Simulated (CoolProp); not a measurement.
A simple Rankine cycle with R141b: condensing at 317.15 K, boiler at 1.19 MPa, turbine inlet 415.2 K, turbine efficiency 0.6, pump efficiency 0.8, no recuperator. Each further row changes one setting.

Model: reference Helmholtz-energy equation of state, Lemmon 2006, in CoolProp. It is a short technical equation, of lower accuracy than the large ones.

| case | thermal efficiency (%) | net work (kJ/kg) | heat in (kJ/kg) | turbine exit temperature (K) | volume ratio over the turbine |
|---|---|---|---|---|---|
| as stated | 10.1 | 29.0 | 286 | 364.0 | 8.10 |
| turbine inlet 435.2 K | 10.2 | 31.2 | 307 | 385.4 | 7.93 |
| condensing temperature 309.15 K | 11.1 | 32.6 | 295 | 359.0 | 10.5 |
| boiler pressure 0.833 MPa | 8.7 | 25.4 | 292 | 375.6 | 5.47 |
| turbine efficiency 0.5 | 8.4 | 24.0 | 286 | 369.7 | 8.24 |
